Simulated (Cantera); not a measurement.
Mixture: 8.13 % CH₄, 0.285 % C₂H₆, 13.3 % O₂, 78.3 % N₂, at 1.01 bar, adiabatic and at constant volume. Ignition delay is the time to a rise of 400 K.

Detailed kinetics in Cantera: GRI-Mech 3.0 (53 species, 325 reactions).

Question: Predict: delay at 1300 K; delay at 1400 K; delay at 1500 K; delay at 1600 K; delay at 1700 K; delay at 1800 K; apparent activation energy between 1600 and 1800 K.

Answer: 
```json
{
 "delay at 1300 K": "8.32 ms",
 "delay at 1400 K": "2.41 ms",
 "delay at 1500 K": "0.765 ms",
 "delay at 1600 K": "0.283 ms",
 "delay at 1700 K": "0.127 ms",
 "delay at 1800 K": "67.2 µs",
 "apparent activation energy between 1600 and 1800 K": "170 kJ/mol"
}
```
